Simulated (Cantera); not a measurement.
Charge: 1 mol Pb, 0.37 mol H₂, held at 1500 K and 42.0 mbar.

Method: chemical equilibrium by Gibbs-energy minimisation in Cantera with the NASA 1993 tables (ideal gas, pure condensed phases). Candidate condensed phases: Pb; 4 gas species. Kinetics and transport are ignored.

Base state: Pb 0.585, H₂ 0.415, Pb₂ 0.000245, H 5.53e-5 (mole fractions); condensed: Pb(l).

### Question
What changes in the equilibrium state with this change: temperature from 1500 K to 1223.15 K?

### Answer
```json
[
 {"species": "H₂", "before": "0.415", "after": "0.978"},
 {"species": "Pb", "before": "0.585", "after": "0.0217"},
 {"species": "H", "before": "5.53e-5", "after": "1.46e-6"},
 {"species": "Pb₂", "before": "0.000245", "after": "1.02e-6"},
 {"species": "Pb(l), mol", "before": "0.478", "after": "0.992"}
]
```
